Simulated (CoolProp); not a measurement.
Properties of o-xylene at several states.

Values from CoolProp's reference Helmholtz-energy equation of state, Zhou 2012.

| T (°C) | p (MPa) | phase | cv (kJ/(kg K)) | speed of sound (m/s) | Joule-Thomson coefficient (K/MPa) | fugacity coefficient |
|---|---|---|---|---|---|---|
| 335.55 | 0.0194 | gas | ? | ? | 7.735 | 0.9978 |
| 284.45 | 3.11 | liquid | 2.192 | 429.8 | 0.2951 | 0.3946 |
| 203.75 | 7.48 | liquid | ? | 764.2 | -0.2012 | 0.06099 |
| 346.35 | 1.44 | gas | 2.262 | 187.7 | ? | 0.8519 |
| 98.85 | 2.68 | liquid | ? | ? | ? | 0.01043 |

### Question
What belongs in the gaps?

### Answer

- 335.55, cv (kJ/(kg K)): 2.175
- 335.55, speed of sound (m/s): 221.8
- 203.75, cv (kJ/(kg K)): 1.937
- 346.35, Joule-Thomson coefficient (K/MPa): 9.627
- 98.85, cv (kJ/(kg K)): 1.598
- 98.85, speed of sound (m/s): 1081
- 98.85, Joule-Thomson coefficient (K/MPa): -0.3657
